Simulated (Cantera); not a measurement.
Adiabatic ignition

An adiabatic, constant-pressure homogeneous reactor starts with 3.94 % CH4, 0.158 % C2H6, 5.52 % C3H8, 19.0 % O2, 71.4 % N2, equivalence ratio 1.9, at 1150 K and 1.00 atm.

Computed with Cantera and GRI-Mech 3.0 (53 species, 325 reactions). GRI-Mech 3.0 was tuned for natural gas; its chemistry of propane as a main component is partial and can be far from experiment.

```json
[
 {"t (s)": "3.00e-6", "T (K)": "1150", "x CH4": "0.0394", "x C2H6": "0.00158", "x C3H8": "0.0552", "x HCN": "<1e-12", "x CO2": "<1e-12"},
 {"t (s)": "9.76e-6", "T (K)": "1150", "x CH4": "0.0394", "x C2H6": "0.00158", "x C3H8": "0.0552", "x HCN": "<1e-12", "x CO2": "<1e-12"},
 {"t (s)": "3.18e-5", "T (K)": "1150", "x CH4": "0.0394", "x C2H6": "0.00158", "x C3H8": "0.0552", "x HCN": "<1e-12", "x CO2": "3.31e-12"},
 {"t (s)": "0.000103", "T (K)": "1150", "x CH4": "0.0394", "x C2H6": "0.00158", "x C3H8": "0.0552", "x HCN": "<1e-12", "x CO2": "1.49e-10"},
 {"t (s)": "0.000337", "T (K)": "1150", "x CH4": "0.0395", "x C2H6": "0.00158", "x C3H8": "0.0551", "x HCN": "<1e-12", "x CO2": "7.72e-9"},
 {"t (s)": "0.00110", "T (K)": "1150", "x CH4": "0.0395", "x C2H6": "0.00163", "x C3H8": "0.0548", "x HCN": "<1e-12", "x CO2": "7.75e-8"},
 {"t (s)": "0.00357", "T (K)": "1150", "x CH4": "0.0398", "x C2H6": "0.00181", "x C3H8": "0.0537", "x HCN": "<1e-12", "x CO2": "3.79e-7"},
 {"t (s)": "0.0116", "T (K)": "1156", "x CH4": "0.0407", "x C2H6": "0.00251", "x C3H8": "0.0485", "x HCN": "<1e-12", "x CO2": "4.30e-6"},
 {"t (s)": "0.0378", "T (K)": "2343", "x CH4": "1.84e-11", "x C2H6": "<1e-12", "x C3H8": "<1e-12", "x HCN": "1.71e-7", "x CO2": "0.0228"},
 {"t (s)": "0.123", "T (K)": "2344", "x CH4": "1.80e-11", "x C2H6": "<1e-12", "x C3H8": "<1e-12", "x HCN": "9.91e-8", "x CO2": "0.0228"},
 {"t (s)": "0.400", "T (K)": "2344", "x CH4": "1.79e-11", "x C2H6": "<1e-12", "x C3H8": "<1e-12", "x HCN": "9.62e-8", "x CO2": "0.0228"}
]
```
x: mole fraction; the columns are a selection and need not sum to one.

The time of steepest temperature rise is 19.3 ms, the temperature at 0.400 s is 2344 K and the equilibrium temperature is 2344 K. The x(CH4) at 0.400 s is 1.79e-11 (gas-phase equilibrium 2.01e-11) and the x(C2H6) at 0.400 s is <1e-12 (gas-phase equilibrium <1e-12). The x(C3H8) at 0.400 s is <1e-12 (gas-phase equilibrium <1e-12).
